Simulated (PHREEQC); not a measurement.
Solution (89 °C): 0.031 mol/kgw HNO3, 0.00038 mol/kgw KNO3 and 6.8e-05 mol/kgw CO2. Closed to the air; pH follows from the charge balance.

Equilibrium calculation in PHREEQC: ion-association model, phreeqc.dat.

Precipitation was switched off in this run.

What pH, specific conductance does the model give?

pH 1.58; specific conductance 32200 µS/cm.

At this temperature some constants are extrapolated from 25 °C, and those without enthalpy data are left unchanged.
